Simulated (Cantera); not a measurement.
An isothermal, constant-pressure homogeneous reactor starts with N2O : H2 : N2 = 1 : 0.021 : 0.8 (molar parts), at 1350 K and 0.00880 bar.

Cantera simulation using GRI-Mech 3.0 (53 species, 325 reactions); the numbers are that mechanism's predictions, not measurements. GRI-Mech 3.0 was tuned for natural gas; its chemistry of N2O as a main component is partial and can be far from experiment. Radical loss at walls, strong at low pressure, is not modelled. The mechanism lacks the step 2 NO + O2 → 2 NO2, which can matter for NO2 below about 1400 K. The temperature is held fixed by assumption; the heat of reaction is taken as removed at once.

Question: Predict: x(N2O) at 80.0 s; x(H2) at 80.0 s; x(OH) at 80.0 s; x(N2) at 80.0 s; x(NO2) at 80.0 s; x(NO) at 80.0 s; x(H2O) at 80.0 s.

Answer: 
- x(N2O) at 80.0 s: 0.00190 (gas-phase equilibrium 3.28e-9)
- x(H2) at 80.0 s: 1.94e-7 (gas-phase equilibrium 4.32e-8)
- x(OH) at 80.0 s: 3.56e-5 (gas-phase equilibrium 1.81e-5)
- x(N2) at 80.0 s: 0.746 (gas-phase equilibrium 0.779)
- x(NO2) at 80.0 s: 1.70e-5 (gas-phase equilibrium 4.54e-7)
- x(NO) at 80.0 s: 0.0638 (gas-phase equilibrium 0.000543)
- x(H2O) at 80.0 s: 0.00908 (gas-phase equilibrium 0.00908)
